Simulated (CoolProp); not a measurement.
Nitrogen along the isotherm -114.45 °C: density (kg/m³) from the reference equation and from simpler models built on Tc = -147.0 °C, pc = 3396 kPa, ω = 0.037; each cubic takes its own stable root.

Model: reference Helmholtz-energy equation of state, Span 2000, in CoolProp.

| p (kPa) | phase | reference |
|---|---|---|
| 16.1 | gas | 0.3421 |
| 24.3 | gas | 0.5165 |
| 36.7 | gas | 0.7805 |
| 55.3 | gas | 1.177 |
| 83.4 | gas | 1.778 |
| 126 | gas | 2.691 |
| 190 | gas | 4.071 |
| 286 | gas | 6.157 |
| 432 | gas | 9.368 |
| 652 | gas | 14.30 |
| 983 | gas | 21.92 |
| 1480 | gas | 33.90 |
| 2240 | gas | 53.57 |
| 3380 | gas | 86.72 |
| 5090 | supercritical | 146.8 |

Task: How far does each simpler model (van der Waals, Redlich-Kwong, Soave-Redlich-Kwong, Peng-Robinson) lie from the reference over these 15 states: mean and median of the absolute difference, and the worst?

Result: 
- van der Waals: mean 0.6 %, median 0.0 %, worst +5.3 % at -114.45 °C and 5090 kPa
- Redlich-Kwong: mean 0.2 %, median 0.1 %, worst +0.7 % at -114.45 °C and 3380 kPa
- Soave-Redlich-Kwong: mean 0.1 %, median 0.0 %, worst -1.0 % at -114.45 °C and 5090 kPa
- Peng-Robinson: mean 0.9 %, median 0.3 %, worst +3.7 % at -114.45 °C and 5090 kPa
